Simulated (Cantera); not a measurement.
An adiabatic, constant-pressure homogeneous reactor starts with CH4 : O2 : N2 = 1 : 0.87 : 2.2 (molar parts), equivalence ratio 2.3, at 1798 K and 10.0 bar.

Model: GRI-Mech 3.0 (53 species, 325 reactions), integrated in Cantera.

Predict: time of steepest temperature rise; temperature at 0.300 s; equilibrium temperature; x(CH4) at 0.300 s; x(O2) at 0.300 s; x(H2O2) at 0.300 s.


| Item | Result |
|---|---|
| time of steepest temperature rise | 16.3 µs |
| temperature at 0.300 s | 2783 K |
| equilibrium temperature | 2783 K |
| x(CH4) at 0.300 s | 2.47e-9 (gas-phase equilibrium 2.78e-9) |
| x(O2) at 0.300 s | 1.09e-5 (gas-phase equilibrium 1.09e-5) |
| x(H2O2) at 0.300 s | 1.61e-8 (gas-phase equilibrium 1.61e-8) |
